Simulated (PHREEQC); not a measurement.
Make-up at 20 °C: 0.0015 mol HF and 0.0008 mol KOH per kg of water. Closed to the air; pH follows from the charge balance.

Equilibrium calculation in PHREEQC: ion-association model, phreeqc.dat.

No solid was allowed to form.

Task: Estimate the pH, specific conductance.

Result: pH 3.55; specific conductance 191 µS/cm.

Task: In which forms is F present?

Result: F- 73 %, HF 27 % of the F.
